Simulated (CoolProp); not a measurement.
Properties of R142b along the isobar 177 bar.

Model: reference Helmholtz-energy equation of state, Lemmon 2006, in CoolProp. It is a short technical equation, of lower accuracy than the large ones.

```tsv
T (K)	phase	Joule-Thomson coefficient (K/MPa)	isothermal compressibility (1/MPa)
385.1	liquid	-0.03467	0.005694
395.7	liquid	0.02431	0.006565
406.3	liquid	0.09078	0.007597
416.9	supercritical	0.1656	0.008820
427.5	supercritical	0.2497	0.01027
438.1	supercritical	0.3438	0.01197
448.8	supercritical	0.4490	0.01398
459.4	supercritical	0.5633	0.01629
470	supercritical	0.6862	0.01890
```
